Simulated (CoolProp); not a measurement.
Carbon dioxide along the isobar 41.5 bar: density (kg/m³) from the reference equation and from simpler models built on Tc = 31.0 °C, pc = 73.77 bar, ω = 0.224; each cubic takes its own stable root.

The numbers come from the reference Helmholtz-energy equation of state, Span 1996 in CoolProp.

```json
[
 {"T (°C)": "10.65", "phase": "gas", "reference": "114.5"},
 {"T (°C)": "17.85", "phase": "gas", "reference": "105.2"},
 {"T (°C)": "25.05", "phase": "gas", "reference": "98.30"},
 {"T (°C)": "32.15", "phase": "gas", "reference": "92.84"},
 {"T (°C)": "39.35", "phase": "gas", "reference": "88.21"},
 {"T (°C)": "46.55", "phase": "gas", "reference": "84.25"},
 {"T (°C)": "53.75", "phase": "gas", "reference": "80.78"},
 {"T (°C)": "60.85", "phase": "gas", "reference": "77.75"},
 {"T (°C)": "68.05", "phase": "gas", "reference": "74.99"},
 {"T (°C)": "75.25", "phase": "gas", "reference": "72.49"},
 {"T (°C)": "82.45", "phase": "gas", "reference": "70.21"},
 {"T (°C)": "89.65", "phase": "gas", "reference": "68.11"}
]
```

**Question.** How far does each simpler model (ideal gas, Soave-Redlich-Kwong) lie from the reference over these 12 states: mean and median of the absolute difference, and the worst?

**Answer.** 
- ideal gas: mean 19.1 %, median 17.6 %, worst -32.4 % at 10.65 °C and 41.5 bar
- Soave-Redlich-Kwong: mean 0.6 %, median 0.5 %, worst -1.7 % at 10.65 °C and 41.5 bar
